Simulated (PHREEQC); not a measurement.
A solution holds 0.51 mol/kgw MgCl2 and 0.22 mol/kgw CaCl2, at 25 °C. It is in equilibrium with CO2 at log p = -3.4 (atm). Otherwise closed; pH follows from the charge balance.

Equilibrium calculation in PHREEQC: Pitzer model, pitzer.dat.

### Question
The ionic strength comes out as 2.19 mol/kgw. What activity coefficients do HCO3-, H+, Mg+2, Cl-, Ca+2 get?

### Answer
HCO3- 0.54, H+ 1.2, Mg+2 0.38, Cl- 0.57, Ca+2 0.33. Single-ion values are on the MacInnes scale.

Precipitation was switched off in this run. In brines, pH and single-ion activities rest on the MacInnes convention.
